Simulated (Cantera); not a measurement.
Feed: 1 mol FeS2, 0.83 mol SO2, 1.6 mol N2, equilibrated at 0.133 bar.

Method: chemical equilibrium by Gibbs-energy minimisation in Cantera with the NASA 1993 tables (ideal gas, pure condensed phases). Candidate condensed phases: Fe, FeO, FeS, FeSO4, FeS2, Fe2O3, Fe2(SO4)3, Fe3O4, S; 19 gas species. FeS: taken at fixed stoichiometry. Gases not in the tables: S3 to S7. Equilibrium is a limit: real reactors are often held back by kinetics, nucleation or transport. All values below are at 902 °C.

Base state: N2 0.547, SO2 0.281, S2 0.167, S2O 0.00456, SO 0.000327 (mole fractions); condensed: FeS(s).

### Question
What changes in the equilibrium state with this change: N2 from 1.6 to 9.9 mol?

### Answer
```json
[
 {"species": "N2", "before": "0.547", "after": "0.882"},
 {"species": "SO2", "before": "0.281", "after": "0.0734"},
 {"species": "S2", "before": "0.167", "after": "0.0439"},
 {"species": "S2O", "before": "0.00456", "after": "0.000854"},
 {"species": "SO", "before": "0.000327", "after": "0.000119"},
 {"species": "FeS(s), mol", "before": "1.00", "after": "1.00"}
]
```

### Question
What changes in the equilibrium state with this change: 0.25 mol CH4 added?

### Answer
```csv
species,before,after
N2,0.547,0.468
S2,0.167,0.201
H2O,0,0.124
SO2,0.281,0.108
CO2,0,0.0697
H2S,0,0.0186
H2,0,0.00419
CO,0,0.00303
"FeS(s), mol",1.00,1.00
```
Further candidate phases: C, C6H6, C7H8, C8H18, Fe(CO)5, Fe(OH)2, Fe(OH)3, H2O, H2SO4.
